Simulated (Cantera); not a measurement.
An isothermal, constant-pressure homogeneous reactor starts with H2 : O2 : N2 = 1.8 : 1 : 1.4 (molar parts), at 925 K and 43000 Pa. Integrator tolerance rtol = 1e-08.

Model: the H2/O2 subset of GRI-Mech 3.0, which has no nitrogen chemistry, integrated in Cantera. Below about 950 K walls govern HO2 and H2O2 in real vessels. The temperature is held fixed by assumption; the heat of reaction is taken as removed at once.

**Question.** What does this change do: pressure from 43000 Pa to 60000 Pa?

**Answer.** 
```csv
quantity,before,after
x(H2) at 3.00 s,0.0702 (gas-phase equilibrium 3.76e-11),0.0820 (gas-phase equilibrium 3.18e-11)
x(O2) at 3.00 s,0.0642 (gas-phase equilibrium 0.0303),0.0699 (gas-phase equilibrium 0.0303)
x(H2O) at 3.00 s,0.456 (gas-phase equilibrium 0.545),0.441 (gas-phase equilibrium 0.545)
x(HO2) at 3.00 s,3.72e-5 (gas-phase equilibrium 1.13e-10),4.00e-5 (gas-phase equilibrium 1.23e-10)
x(O) at 3.00 s,5.22e-8 (gas-phase equilibrium 3.58e-12),3.46e-8 (gas-phase equilibrium 3.03e-12)
x(H2O2) at 3.00 s,0.000262 (gas-phase equilibrium 6.22e-11),0.000337 (gas-phase equilibrium 7.34e-11)
x(OH) at 3.00 s,7.15e-8 (gas-phase equilibrium 4.21e-8),5.87e-8 (gas-phase equilibrium 3.87e-8)
```

**Question.** What does this change do: H2 1.8 to 13 parts?

**Answer.** 
```csv
quantity,before,after
x(H2) at 3.00 s,0.0702 (gas-phase equilibrium 3.76e-11),0.764 (gas-phase equilibrium 0.764)
x(O2) at 3.00 s,0.0642 (gas-phase equilibrium 0.0303),1.08e-12 (gas-phase equilibrium <1e-12)
x(H2O) at 3.00 s,0.456 (gas-phase equilibrium 0.545),0.139 (gas-phase equilibrium 0.139)
x(HO2) at 3.00 s,3.72e-5 (gas-phase equilibrium 1.13e-10),<1e-12 (gas-phase equilibrium <1e-12)
x(O) at 3.00 s,5.22e-8 (gas-phase equilibrium 3.58e-12),<1e-12 (gas-phase equilibrium <1e-12)
x(H2O2) at 3.00 s,0.000262 (gas-phase equilibrium 6.22e-11),<1e-12 (gas-phase equilibrium <1e-12)
x(OH) at 3.00 s,7.15e-8 (gas-phase equilibrium 4.21e-8),3.98e-10 (gas-phase equilibrium <1e-12)
```
